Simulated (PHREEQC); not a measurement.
A PHREEQC speciation (ion-association model, wateq4f.dat) at 25 °C gives pH 7.50 and these molalities:

```tsv
species	mol/kgw
MgSO4	0.242
SO4-2	0.147
Mg+2	0.145
Na+	0.00567
HCO3-	0.00404
MgHCO3+	0.00212
NaSO4-	0.000828
CO2	0.000171
MgCO3	0.000144
CO3-2	1.90e-5
MgOH+	6.79e-6
NaHCO3	5.41e-6
```

Question: What are the element totals, and what could have been dissolved in 1 kg of water to give them?

Answer: Several could match; the one computed here: totals C(4) 0.00650, Mg 0.390, Na 0.00650, S(6) 0.390 mol/kgw, from 0.0065 mol NaHCO3 and 0.39 mol MgSO4 per kg of water.

No solid was allowed to form. Saturation is exceeded, for instance for Magnesite (slow to form); the values hold only as long as no solid forms.
